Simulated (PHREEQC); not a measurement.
A column of 0.2 m (30 cells, dispersivity 0.01 m, 60 s a shift, diffusion coefficient 3e-10 m²/s) holds 0.026 eq of the database's cation exchanger X per kg of pore water, first in equilibrium with 13 mmol/kgw ZnCl2, 13 mmol/kgw BaCl2 and 0.01 mmol/kgw HCl. It is flushed with 0.55 mmol/kgw NaCl, 1.4 mmol/kgw SrCl2, 36 mmol/kgw ZnCl2 and 0.01 mmol/kgw HCl, at 25 °C. Values are for the last cell. No CO2 enters from the air. No solid was allowed to form.

All values are PHREEQC results (ion-association model, phreeqc.dat), not measurements.

| pore volumes | Sr in solution (mol/kgw) | Na in solution (mol/kgw) | Ba in solution (mol/kgw) | Zn in solution (mol/kgw) | Cl in solution (mol/kgw) | BaX2 on the exchanger (mol/kgw) | ZnX2 on the exchanger (mol/kgw) |
|---|---|---|---|---|---|---|---|
| 0 | 0 | 0 | 0.0130 | 0.0130 | 0.0520 | 0.00750 | 0.00550 |
| 0.2167 | 0 | 7.20e-13 | 0.0130 | 0.0130 | 0.0520 | 0.00750 | 0.00550 |
| 0.5167 | 5.36e-7 | 7.93e-6 | 0.0131 | 0.0131 | 0.0525 | 0.00749 | 0.00551 |
| 0.7167 | ? | 7.63e-5 | 0.0136 | 0.0144 | 0.0562 | 0.00731 | 0.00567 |
| 0.9167 | 0.000130 | 0.000212 | 0.0133 | 0.0178 | 0.0625 | 0.00655 | 0.00638 |
| 1.217 | ? | 0.000402 | 0.00994 | 0.0245 | 0.0703 | 0.00458 | 0.00818 |
| 1.417 | 0.000737 | 0.000475 | 0.00715 | 0.0284 | 0.0730 | 0.00327 | 0.00938 |
| 1.617 | 0.000948 | 0.000515 | 0.00479 | 0.0312 | 0.0743 | 0.00220 | 0.0103 |
| 1.817 | 0.00111 | 0.000534 | 0.00305 | 0.0330 | 0.0749 | 0.00141 | 0.0111 |
| 2.117 | 0.00125 | ? | 0.00145 | 0.0346 | 0.0753 | 0.000681 | 0.0117 |
| 2.317 | 0.00131 | 0.000548 | 0.000860 | 0.0352 | 0.0753 | 0.000405 | 0.0120 |
| 2.517 | ? | ? | 0.000499 | 0.0355 | 0.0753 | ? | ? |
| 2.817 | 0.00138 | 0.000550 | ? | 0.0358 | 0.0754 | 0.000101 | 0.0122 |
| 3.017 | 0.00139 | 0.000550 | 0.000120 | 0.0359 | 0.0754 | 5.69e-5 | 0.0123 |

Question: Some entries are withheld; supply them.

Answer: 
- 0.7167, Sr in solution (mol/kgw): 2.08e-5
- 1.217, Sr in solution (mol/kgw): 0.000481
- 2.117, Na in solution (mol/kgw): 0.000545
- 2.517, Sr in solution (mol/kgw): 0.00135
- 2.517, Na in solution (mol/kgw): 0.000549
- 2.517, BaX2 on the exchanger (mol/kgw): 0.000235
- 2.517, ZnX2 on the exchanger (mol/kgw): 0.0121
- 2.817, Ba in solution (mol/kgw): 0.000214
